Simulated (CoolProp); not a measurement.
Vapour-liquid equilibrium of dimethyl ether (1) + n-perfluorobutane (2) at 54.65 °C; x and y are mole fractions of (1).

Computed with CoolProp (multi-fluid Helmholtz-energy mixture model, Wu 2011 and Gao 2022; pair parameters Bell 2016).

```
x     bubble pressure (MPa)  y at the bubble point  dew pressure at overall composition x (MPa)  liquid density (mol/L)
----  ---------------------  ---------------------  -------------------------------------------  ----------------------
0.05                 0.7545                  0.174                                          [?]                     [?]
0.2                   1.097                  0.463                                          [?]                   6.331
0.35                  1.325                  0.590                                       0.9364                     [?]
0.5                   1.444                    [?]                                        1.159                   7.583
0.65                  1.494                  0.707                                        1.431                   8.621
0.8                     [?]                  0.764                                          [?]                   10.15
0.95                  1.384                  0.898                                        1.331                   12.33
```

**Question.** Complete the blanks.

**Answer.** 
- 0.05, dew pressure at overall composition x (MPa): 0.6600
- 0.05, liquid density (mol/L): 5.884
- 0.2, dew pressure at overall composition x (MPa): 0.7771
- 0.35, liquid density (mol/L): 6.867
- 0.5, y at the bubble point: 0.658
- 0.8, bubble pressure (MPa): 1.496
- 0.8, dew pressure at overall composition x (MPa): 1.475

y crosses x between x = 0.65 and 0.8: the model has an azeotrope there.

Pair parameters are fitted to limited data, so mixtures are less certain than the pure fluids. With so large a gap from Raoult's law the liquid may split in two, which this calculation doesn't test in full.
